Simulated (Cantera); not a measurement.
**Silicon carbide growth: CH3SiH3 + CH4 + H2**

A closed system holds: 1 mol CH3SiH3, 2.2 mol CH4, 3.6 mol H2, held at 1323.15 K and 0.0100 bar.

Equilibrium computed with Cantera from the NASA thermochemical tables; the gas is ideal and each condensed phase is pure. Candidate condensed phases: C, C6H6, C7H8, C8H18, Si, SiC; 87 gas species. The feed counts by its element totals alone. Equilibrium is a limit: real reactors are often held back by kinetics, nucleation or transport.

```
Property                              Value
--------------------------------  ---------
x(H2)                                 1.000
x(CH4)                              6.79e-5
x(H)                                1.59e-5
n(C(graphite))                     2.20 mol
n(SiC(s))                          1.00 mol
gas amount                        11.00 mol
log10 activity of Si(s) (absent)      -2.48
```
